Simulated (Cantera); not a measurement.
Thermodynamics of silicon epitaxy and polysilicon growth, feed SiH₂Cl₂ + Cl₂ + H₂ + HCl

A closed system holds: 1 mol SiH₂Cl₂, a varied amount of Cl₂, 16 mol H₂, 2.1 mol HCl, at 1673 K and 7.50 Torr.

Cantera equilibrium calculation (NASA polynomials, part measured and part estimated; ideal gas, pure solids and liquids). Candidate condensed phases: Si; 19 gas species. The tables' values for SiCl₃, SiCl are old estimates; treat these amounts as uncertain. Equilibrium is a limit: real reactors are often held back by kinetics, nucleation or transport.

| n(Cl₂) (mol) | log p H₂ | log p HCl | log p SiCl₂ | log p H | n Si(s) |
|---|---|---|---|---|---|
| 0.015 | -2.07 | -2.97 | -3.31 | -4.98 | 0.0108 |
| 0.048 | -2.08 | -2.96 | -3.31 | -4.98 | 0 |
| 0.081 | -2.08 | -2.95 | -3.31 | -4.98 | 0 |
| 0.11 | -2.08 | -2.94 | -3.31 | -4.98 | 0 |
| 0.15 | -2.08 | -2.93 | -3.31 | -4.98 | 0 |
| 0.18 | -2.08 | -2.92 | -3.31 | -4.98 | 0 |
| 0.21 | -2.08 | -2.91 | -3.31 | -4.99 | 0 |
| 0.25 | -2.08 | -2.90 | -3.32 | -4.99 | 0 |
| 0.28 | -2.09 | -2.89 | -3.32 | -4.99 | 0 |
| 0.31 | -2.09 | -2.88 | -3.32 | -4.99 | 0 |
| 0.35 | -2.09 | -2.87 | -3.32 | -4.99 | 0 |
| 0.38 | -2.09 | -2.86 | -3.32 | -4.99 | 0 |
log p: log10 of the partial pressure in bar; n: condensed amount in mol.

At 0.015 mol Cl₂ the condensed part is Si(s). From 0.048 mol Cl₂ to 0.38 mol Cl₂ nothing is condensed. The main Si-bearing gas is SiCl₂ throughout.
